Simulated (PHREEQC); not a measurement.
A solution holds 0.25 mol HF per kg of water, at 80 °C. Closed to the air; pH follows from the charge balance.

Computed with PHREEQC (ion-association model, wateq4f.dat).

Each row changes one thing in this solution. Precipitation was switched off in this run.

```json
[
 {"case": "as made", "pH": "2.02", "ionic strength (mol/kgw)": "0.0106", "HF (mol/kgw)": "0.208", "H2F2 (mol/kgw)": "0.0130", "F- (mol/kgw)": "0.00557", "HF2- (mol/kgw)": "0.00499"},
 {"case": "temperature from 80 to 25 °C", "pH": "…", "ionic strength (mol/kgw)": "0.0131", "HF (mol/kgw)": "0.136", "H2F2 (mol/kgw)": "0.0483", "F- (mol/kgw)": "0.00862", "HF2- (mol/kgw)": "0.00451"},
 {"case": "diluted 100-fold with water", "pH": "3.19", "ionic strength (mol/kgw)": "…", "HF (mol/kgw)": "0.00183", "H2F2 (mol/kgw)": "9.93e-7", "F- (mol/kgw)": "0.000660", "HF2- (mol/kgw)": "5.17e-6"},
 {"case": "HF from 0.25 to 0.225 mol/kgw", "pH": "…", "ionic strength (mol/kgw)": "0.00981", "HF (mol/kgw)": "0.189", "H2F2 (mol/kgw)": "0.0107", "F- (mol/kgw)": "0.00541", "HF2- (mol/kgw)": "0.00440"},
 {"case": "diluted 2-fold with water", "pH": "2.22", "ionic strength (mol/kgw)": "0.00659", "HF (mol/kgw)": "0.109", "H2F2 (mol/kgw)": "0.00355", "F- (mol/kgw)": "0.00449", "HF2- (mol/kgw)": "0.00210"},
 {"case": "0.012 mol/kgw NaHCO3 added", "pH": "2.27", "ionic strength (mol/kgw)": "0.0181", "HF (mol/kgw)": "0.200", "H2F2 (mol/kgw)": "0.0119", "F- (mol/kgw)": "0.00972", "HF2- (mol/kgw)": "0.00836"},
 {"case": "temperature from 80 to 75 °C", "pH": "2.00", "ionic strength (mol/kgw)": "0.0110", "HF (mol/kgw)": "0.203", "H2F2 (mol/kgw)": "0.0152", "F- (mol/kgw)": "0.00582", "HF2- (mol/kgw)": "0.00515"},
 {"case": "temperature from 80 to 20 °C", "pH": "1.92", "ionic strength (mol/kgw)": "0.0132", "HF (mol/kgw)": "0.129", "H2F2 (mol/kgw)": "0.0519", "F- (mol/kgw)": "…", "HF2- (mol/kgw)": "0.00424"},
 {"case": "HF from 0.25 to 0.275 mol/kgw", "pH": "1.99", "ionic strength (mol/kgw)": "0.0113", "HF (mol/kgw)": "0.227", "H2F2 (mol/kgw)": "0.0154", "F- (mol/kgw)": "0.00572", "HF2- (mol/kgw)": "0.00558"}
]
```

**Question.** Fill in the missing entries.

**Answer.** 
- temperature from 80 to 25 °C, pH: 1.93
- diluted 100-fold with water, ionic strength (mol/kgw): 0.000665
- HF from 0.25 to 0.225 mol/kgw, pH: 2.05
- temperature from 80 to 20 °C, F- (mol/kgw): 0.00891

wateq4f.dat counts part of the HF as a dimer, H2F2, which phreeqc.dat doesn't know; its constant is uncertain. Constants without temperature data keep their 25 °C values here.
